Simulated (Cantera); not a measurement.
A perfectly stirred reactor is fed with 8.47 % CH4, 1.95 % CO, 14.9 % O2, 74.7 % N2, equivalence ratio 1.2, at 4.93 atm; it is adiabatic with a 375 K inlet, and is followed from long to short residence time, starting on the burning branch (τ in s: 0.07, 0.033, 0.015, 0.007, 0.0033, 0.0015, 0.0007, 0.00033, 0.00015, 7e-05, 3.3e-05, 1.5e-05, 7e-06).

Computed with Cantera and GRI-Mech 3.0 (53 species, 325 reactions).

x: mole fraction; the columns are a selection and need not sum to one.

```csv
τ (s),T (K),x CH4,x CO,x O2,x H2,x CH2CO,x HCO,x N2O
0.070,1939,0.000340,0.0381,0.000242,0.0196,8.17e-7,2.33e-8,…
0.033,1937,0.000493,0.0379,0.000442,0.0193,1.75e-6,3.85e-8,…
0.015,1933,0.000660,0.0379,0.000790,0.0189,3.50e-6,7.04e-8,…
0.0070,1926,0.000818,0.0381,0.00133,0.0186,6.11e-6,1.33e-7,…
0.0033,1915,0.000993,0.0388,0.00217,0.0183,9.70e-6,2.55e-7,…
0.0015,1895,0.00128,0.0403,0.00371,0.0181,1.53e-5,5.14e-7,…
0.00070,1854,0.00196,0.0432,0.00699,0.0177,2.78e-5,1.00e-6,…
0.00033,375,0.0847,0.0195,0.149,<1e-12,<1e-12,<1e-12,<1e-12
0.00015,375,0.0847,0.0195,0.149,<1e-12,<1e-12,<1e-12,<1e-12
7.0e-5,375,0.0847,0.0195,0.149,<1e-12,<1e-12,<1e-12,<1e-12
3.3e-5,375,0.0847,0.0195,0.149,<1e-12,<1e-12,<1e-12,<1e-12
1.5e-5,375,0.0847,0.0195,0.149,<1e-12,<1e-12,<1e-12,<1e-12
7.0e-6,375,0.0847,0.0195,0.149,<1e-12,<1e-12,<1e-12,<1e-12
```

Question: Fill in the missing entries.

Answer: 
- 0.070, x N2O: 8.92e-9
- 0.033, x N2O: 1.37e-8
- 0.015, x N2O: 2.16e-8
- 0.0070, x N2O: 3.31e-8
- 0.0033, x N2O: 4.78e-8
- 0.0015, x N2O: 6.35e-8
- 0.00070, x N2O: 7.46e-8
